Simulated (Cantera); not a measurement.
An isothermal, constant-pressure homogeneous reactor starts with CH4 : CO2 : H2 = 1 : 1.8 : 0.13 (molar parts), at 1350 K and 1.01 bar. Integrator tolerance rtol = 1e-08.

Detailed kinetics in Cantera: GRI-Mech 3.0 (53 species, 325 reactions).

Q: What does this change do: CO2 1.8 to 5.3 parts?

A: 
| quantity | before | after |
|---|---|---|
| x(CH4) at 2.00 s | 0.309 (gas-phase equilibrium 6.93e-6) | 0.143 (gas-phase equilibrium 6.51e-8) |
| x(CO2) at 2.00 s | 0.581 (gas-phase equilibrium 0.0694) | 0.799 (gas-phase equilibrium 0.350) |
| x(H2) at 2.00 s | 0.0579 (gas-phase equilibrium 0.339) | 0.0194 (gas-phase equilibrium 0.0925) |
| x(HO2) at 2.00 s | <1e-12 (gas-phase equilibrium <1e-12) | <1e-12 (gas-phase equilibrium <1e-12) |
| x(CH3) at 2.00 s | 2.17e-5 (gas-phase equilibrium 5.63e-10) | 1.66e-5 (gas-phase equilibrium 1.01e-11) |
| x(CH2O) at 2.00 s | 5.51e-7 (gas-phase equilibrium 7.88e-8) | 8.88e-7 (gas-phase equilibrium 1.71e-8) |
